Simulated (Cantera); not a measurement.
What does this Cantera script print?

```python
import numpy as np
import cantera as ct

gas = ct.Solution("gri30.yaml")
gas.TPX = 1375, 100000, {'CH2O': 0.014, 'O2': 0.043, 'N2': 1}
reactor = ct.IdealGasConstPressureReactor(gas, energy="off", clone=False)
net = ct.ReactorNet([reactor])
net.rtol, net.atol = 1e-08, 1e-18
show = ['CH2O', 'O2', 'C2H4', 'N2O', 'NO', 'CO2', 'C2H2']
times = np.geomspace(4e-06, 200, 13)

steps = ct.SolutionArray(gas, extra=["t"])
rows = []
print(f"{'t/s':>10s}{'T/K':>9s}{'P/Pa':>11s}" + "".join(f"{s:>11s}" for s in show))
for t in times:
    while net.time < t:
        t_next = net.step()
        steps.append(gas.state, t=t_next)
    rows.append([np.interp(t, steps.t, y) for y in (steps.T, steps.P, *steps(*show).X.T)])
    print(f"{t:10.3e}{rows[-1][0]:9.1f}{rows[-1][1]:11.4g}" + "".join(f"{x:11.3e}" for x in rows[-1][2:]))
rate = np.gradient(steps.T, steps.t)
print("integrator steps:", len(steps.t))
if steps.T.max() > steps.T[0] + 200:
    print(f"time of steepest temperature rise: {steps.t[rate.argmax()]:.4e} s")
gas.TPX = 1375, 100000, {'CH2O': 0.014, 'O2': 0.043, 'N2': 1}
gas.equilibrate("TP")
print(f"equilibrium (TP): T = {gas.T:.1f} K  " + "  ".join(f"{s} {gas[s].X[0]:.3e}" for s in show))
```

It prints:

```
       t/s      T/K       P/Pa       CH2O         O2       C2H4        N2O         NO        CO2       C2H2
 4.000e-06   1375.0      1e+05  1.324e-02  4.068e-02  1.685e-25  3.895e-13  1.942e-17  8.576e-13  5.772e-23
 1.752e-05   1375.0      1e+05  1.324e-02  4.067e-02  2.108e-23  8.242e-12  2.368e-16  8.499e-11  4.652e-22
 7.678e-05   1375.0      1e+05  1.312e-02  4.059e-02  9.793e-20  2.263e-10  5.102e-15  3.092e-08  2.753e-20
 3.364e-04   1375.0      1e+05  5.018e-03  3.718e-02  5.173e-15  1.081e-08  5.401e-12  1.205e-04  8.335e-16
 1.474e-03   1375.0      1e+05  3.221e-12  2.883e-02 -9.267e-23  4.263e-07  1.127e-06  9.614e-03  1.119e-24
 6.456e-03   1375.0      1e+05  2.834e-15  2.751e-02 -3.852e-20  7.052e-07  1.403e-06  1.299e-02 -1.965e-20
 2.828e-02   1375.0      1e+05  2.422e-18  2.743e-02  1.899e-31  7.605e-07  1.429e-06  1.323e-02 -1.891e-25
 1.239e-01   1375.0      1e+05 -6.501e-20  2.743e-02  1.609e-29  4.860e-07  1.442e-06  1.324e-02 -2.605e-26
 5.429e-01   1375.0      1e+05  6.495e-23  2.743e-02  2.079e-32  6.462e-08  1.445e-06  1.324e-02 -9.671e-27
 2.378e+00   1375.0      1e+05  5.715e-22  2.743e-02 -4.607e-35  1.755e-08  1.446e-06  1.324e-02 -6.850e-27
 1.042e+01   1375.0      1e+05  5.715e-22  2.743e-02 -1.403e-35  1.755e-08  1.449e-06  1.324e-02 -2.086e-27
 4.565e+01   1375.0      1e+05  5.715e-22  2.743e-02  5.916e-37  1.755e-08  1.463e-06  1.324e-02  8.797e-29
 2.000e+02   1375.0      1e+05  5.715e-22  2.743e-02 -2.836e-38  1.755e-08  1.523e-06  1.324e-02 -4.217e-30
integrator steps: 2068
equilibrium (TP): T = 1375.0 K  CH2O 5.741e-22  O2 2.731e-02  C2H4 2.224e-52  N2O 1.752e-08  NO 2.494e-04  CO2 1.324e-02  C2H2 8.173e-45
```

Computed with Cantera and GRI-Mech 3.0 (53 species, 325 reactions).
